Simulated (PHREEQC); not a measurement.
Solution A (25 mmol/kgw CdCl2 and 0.26 mmol/kgw H3BO3) is mixed with solution B (0.2 mol NaHCO3, 3.4e-05 mol KOH and 4.8e-05 mol NaCl per kg of water) at 25 °C; shares are by mass of water, 1 kg in all. Oxygen alone is held at its pressure in air (log pO2 = -0.68). CO2 from the air is kept out. The run lets Cd(OH)2, Otavite, CdOHCl, Halite, Nahcolite, Natron precipitate or redissolve, and no other solid.

The series has 11 steps of share of solution B, from 0 to 1.

The numbers come from PHREEQC with the ion-association model, wateq4f.dat.

**Question.** Which solids form, in which order, and at which step of the series does each first stand?

**Answer.** Otavite from share of solution B = 0.1 (pH 4.63), last present at share of solution B = 0.9.

**Question.** Between which two steps does the pH jump most, and from what to what?

**Answer.** Between share of solution B = 0.2 and 0.3: from 5.13 to 6.41.

Species that the database lacks are ignored. The database's cadmium carbonate complexes are estimates of doubtful size.
